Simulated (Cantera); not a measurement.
Charge: 1 mol Si, 1.1 mol HCl, 3.7 mol H2, at 22500 Torr.

These are equilibrium values from Cantera (NASA tables, ideal gas, pure condensed phases), not measurements of a reactor. Candidate condensed phases: Si; 19 gas species. Kinetics and transport are ignored. All values below are at 375 °C.

Base state: H2 0.923, SiHCl3 0.0488, SiCl4 0.0219, SiH2Cl2 0.00629, SiH3Cl 0.000166, HCl 3.23e-5 (mole fractions); condensed: Si(s).

### Question
What changes in the equilibrium state with this change: HCl from 1.1 to 1.8 mol?

### Answer
| species | before | after |
|---|---|---|
| H2 | 0.923 | 0.888 |
| SiHCl3 | 0.0488 | 0.0688 |
| SiCl4 | 0.0219 | 0.0355 |
| SiH2Cl2 | 0.00629 | 0.00770 |
| HCl | 3.23e-5 | 3.57e-5 |
| Si(s), mol | 0.656 | 0.445 |
